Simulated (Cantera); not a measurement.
## Diamond growth

A diamond (100) surface in a fixed gas of H2 with x(CH4) = 0.016, x(H) = 0.0002, x(CH3) = 0.00059, at 1075 K; coverages are run to steady state.

Model: the Harris–Goodwin 1993 mechanism for the reconstructed diamond (100) surface, integrated in Cantera.

```tsv
P (Pa)	growth (µm/h)	θ c6HH	θ c6H*	θ c6*H	θ c6**	θ c6HM
1200	0.211	0.541	0.0221	0.372	0.00578	0.0348
2000	0.485	0.525	0.0214	0.360	0.00559	0.0546
3300	1.11	0.503	0.0204	0.344	0.00533	0.0824
5400	2.46	0.473	0.0192	0.323	0.00500	0.118
8900	5.35	0.438	0.0176	0.297	0.00460	0.162
15000	11.5	0.398	0.0159	0.268	0.00415	0.211
25000	22.9	0.362	0.0143	0.241	0.00373	0.255
41000	42.5	0.332	0.0131	0.219	0.00340	0.292
```
θ: site fractions in the mechanism's names (c6HH fully hydrogenated, c6H* and c6*H radical sites, c6** diradical, c6HM methylated).
